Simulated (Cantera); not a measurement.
An isothermal, constant-pressure homogeneous reactor starts with 2.15 % H₂, 97.8 % O₂, equivalence ratio 0.011, at 1375 K and 20.0 Torr.

Detailed kinetics in Cantera: the H2/O2 subset of GRI-Mech 3.0, which has no nitrogen chemistry. Radical loss at walls, strong at low pressure, is not modelled.

x: mole fraction; the columns are a selection and need not sum to one.

```
t (s)         x H₂   x O₂       x O    x H₂O       x H    x HO₂      x OH
--------  --------  -----  --------  -------  --------  -------  --------
0.000600    0.0214  0.978   5.24e-5  6.20e-5   9.85e-6  5.09e-7   4.27e-5
0.00171        ___  0.959    0.0169   0.0188       ___      ___       ___
0.00487   0.000164  0.960    0.0165   0.0196   0.00115  1.82e-6   0.00251
0.0139    0.000137  0.963    0.0136   0.0199  0.000865  1.68e-6   0.00230
0.0395     8.72e-5  0.969   0.00849   0.0204  0.000429  1.35e-6   0.00184
0.112      3.41e-5  0.974   0.00324   0.0211  0.000102  8.12e-7   0.00115
0.320      7.94e-6  0.977  0.000745   0.0215   1.13e-5  3.17e-7  0.000558
0.912      1.45e-6  0.978  0.000135   0.0216   8.78e-7  9.17e-8  0.000239
2.60       2.79e-7  0.978   2.61e-5   0.0217   7.47e-8  3.64e-8  0.000105
7.40       7.29e-8  0.978   6.82e-6   0.0217   1.00e-8  3.69e-8   5.38e-5
21.1       4.23e-8  0.978   3.96e-6   0.0217   4.44e-9  4.35e-8   4.10e-5
60.0       4.14e-8  0.978   3.88e-6   0.0217   4.30e-9  4.38e-8   4.06e-5
```

What belongs in the gaps?


- 0.00171, x H₂: 0.000406
- 0.00171, x H: 0.00148
- 0.00171, x HO₂: 2.10e-6
- 0.00171, x OH: 0.00310
